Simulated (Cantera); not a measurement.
A closed system holds: 1 mol PH₃, 4.6 mol H₂, 0.14 mol O₂, equilibrated at 875 °C and 100 Torr.

Cantera equilibrium calculation (NASA polynomials, part measured and part estimated; ideal gas, pure solids and liquids). Gases not in the tables: HPO₂, HPO₃ and P₄O₆. Kinetics and transport are ignored.

```json
[
 {"species": "H₂", "before": "0.904", "after": "0.892"},
 {"species": "H₂O", "before": "0.0435", "after": "0.0559"},
 {"species": "P₂", "before": "0.0267", "after": "0.0267"},
 {"species": "PO", "before": "1.43e-5", "after": "1.87e-5"},
 {"species": "P₄", "before": "0.0255", "after": "0.0255"},
 {"species": "PH₃", "before": "7.66e-5", "after": "7.50e-5"}
]
```
Gas species are given as mole fractions.

**Question.** Name the change that produced these shifts.
(A) temperature from 875 °C to 1977 °C
(B) pressure from 100 Torr to 0.180 Torr
(C) O₂ from 0.14 to 7 mol
(D) O₂ from 0.14 to 0.18 mol

**Answer.** D, O₂ from 0.14 to 0.18 mol
